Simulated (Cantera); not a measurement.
A freely propagating, adiabatic, planar premixed flame of 5.29 % C₃H₈, 17.5 % O₂, 77.2 % N₂, equivalence ratio 1.5, unburnt at 375 K and 42000 Pa; mixture-averaged transport, grid criteria slope 0.08 and curve 0.16, no radiation.

Computed with Cantera and GRI-Mech 3.0 (53 species, 325 reactions). GRI-Mech 3.0 was tuned for natural gas; its chemistry of propane as a main component is partial and can be far from experiment. Burning velocities carry a grid error of a few per cent, more on coarse grids.

Predict: laminar burning velocity; thermal thickness; peak x(HCO); peak x(H₂O₂).


| Item | Value |
|---|---|
| laminar burning velocity | 25.6 cm/s |
| thermal thickness | 1.50 mm |
| peak x(HCO) | 2.30e-5 |
| peak x(H₂O₂) | 9.79e-6 |
